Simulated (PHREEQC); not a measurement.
**Buffer: an equilibrium model**

Dissolve 72 mmol/kgw HF, 162 mmol/kgw NaF and 0.8 mmol/kgw KCl at 80 °C. Closed to the air; pH follows from the charge balance.

Model: ion-association model, phreeqc.dat, run in PHREEQC.

| Quantity | Result |
|---|---|
| pH | 3.93 |
| ionic strength | 0.157 mol/kgw |
| activity of water | 0.994 |
| density | 0.979 g/cm³ |
| total alkalinity | -72.0 meq/kg |

```csv
species,molality,activity,log γ
Na+,0.156,0.115,-0.133
F-,0.131,0.0916,-0.154
HF,0.0462,0.0479,0.016
HF2-,0.0257,0.0188,-0.135
NaF,0.00584,0.00605,0.016
Cl-,0.000800,0.000567,-0.150
K+,0.000800,0.000564,-0.152
H+,0.000149,0.000118,-0.103
OH-,3.10e-9,2.18e-9,-0.154
```

No solid was allowed to form. Constants without temperature data keep their 25 °C values here.
